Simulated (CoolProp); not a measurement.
200 sccm (0 °C, 1 atm) of nitrogen bubbles through liquid n-pentane at 273.8 K and leaves saturated at a total pressure of 0.15 MPa (ideal gas phase). Each further row changes one setting.

Values from CoolProp's reference Helmholtz-energy equation of state, Thol 2019.

```json
[
 {"case": "as stated", "vapour pressure (kPa)": "25.2", "mole fraction of vapour": "___", "delivery (mg/min)": "___", "delivery (sccm)": "40.4", "change of delivery for a bath 1 K warmer (%)": "5.6"},
 {"case": "bath temperature 278.8 K", "vapour pressure (kPa)": "31.4", "mole fraction of vapour": "0.210", "delivery (mg/min)": "171", "delivery (sccm)": "___", "change of delivery for a bath 1 K warmer (%)": "5.7"},
 {"case": "total pressure 0.3 MPa", "vapour pressure (kPa)": "25.2", "mole fraction of vapour": "0.0840", "delivery (mg/min)": "59.0", "delivery (sccm)": "___", "change of delivery for a bath 1 K warmer (%)": "___"}
]
```

### Question
Fill in the missing entries.

### Answer

- as stated, mole fraction of vapour: 0.168
- as stated, delivery (mg/min): 130
- bath temperature 278.8 K, delivery (sccm): 53.0
- total pressure 0.3 MPa, delivery (sccm): 18.3
- total pressure 0.3 MPa, change of delivery for a bath 1 K warmer (%): 5.1
